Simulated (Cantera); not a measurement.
Adiabatic ignition

An adiabatic, constant-volume homogeneous reactor starts with CH₄ : O₂ : N₂ = 1 : 3.85 : 14.5 (molar parts), equivalence ratio 0.52, at 1673 K and 0.740 bar.

Model: GRI-Mech 3.0 (53 species, 325 reactions), integrated in Cantera.

| t (s) | T (K) | P (bar) | x CH₄ | x O₂ | x C₂H₆ | x CH₂CO | x O | x CH₃ | x N₂O |
|---|---|---|---|---|---|---|---|---|---|
| 1.00e-6 | 1673 | 0.740 | 0.0517 | 0.199 | <1e-12 | <1e-12 | 4.67e-8 | 5.91e-7 | <1e-12 |
| 3.35e-6 | 1673 | 0.740 | 0.0517 | 0.199 | 3.65e-11 | <1e-12 | 9.13e-8 | 2.63e-6 | 3.82e-12 |
| 1.12e-5 | 1673 | 0.740 | 0.0517 | 0.199 | 2.07e-9 | <1e-12 | 1.25e-7 | 1.06e-5 | 2.51e-11 |
| 3.76e-5 | 1673 | 0.740 | 0.0516 | 0.199 | 1.13e-7 | 1.00e-11 | 2.69e-7 | 4.51e-5 | 2.10e-10 |
| 0.000126 | 1673 | 0.740 | 0.0512 | 0.199 | 1.11e-5 | 1.77e-8 | 1.53e-6 | 0.000293 | 1.85e-9 |
| 0.000422 | 2589 | 1.17 | <1e-12 | 0.0922 | <1e-12 | <1e-12 | 0.0133 | <1e-12 | 6.27e-7 |
| 0.00141 | 2680 | 1.21 | <1e-12 | 0.0898 | <1e-12 | <1e-12 | 0.00912 | <1e-12 | 9.53e-7 |
| 0.00474 | 2667 | 1.20 | <1e-12 | 0.0856 | <1e-12 | <1e-12 | 0.00843 | <1e-12 | 1.03e-6 |
| 0.0159 | 2663 | 1.20 | <1e-12 | 0.0842 | <1e-12 | <1e-12 | 0.00821 | <1e-12 | 1.08e-6 |
| 0.0532 | 2663 | 1.20 | <1e-12 | 0.0842 | <1e-12 | <1e-12 | 0.00821 | <1e-12 | 1.08e-6 |
| 0.178 | 2663 | 1.20 | <1e-12 | 0.0842 | <1e-12 | <1e-12 | 0.00821 | <1e-12 | 1.08e-6 |
| 0.597 | 2663 | 1.20 | <1e-12 | 0.0842 | <1e-12 | <1e-12 | 0.00821 | <1e-12 | 1.08e-6 |
| 2.00 | 2663 | 1.20 | <1e-12 | 0.0842 | <1e-12 | <1e-12 | 0.00821 | <1e-12 | 1.08e-6 |
x: mole fraction; the columns are a selection and need not sum to one.

The time of steepest temperature rise comes out as 0.304 ms and the temperature at 2.00 s is 2663 K. The equilibrium temperature comes out as 2663 K, the x(CH₄) at 2.00 s comes out as <1e-12 (gas-phase equilibrium <1e-12) and the x(O₂) at 2.00 s is 0.0842 (gas-phase equilibrium 0.0842). The x(C₂H₆) at 2.00 s comes out as <1e-12 (gas-phase equilibrium <1e-12).
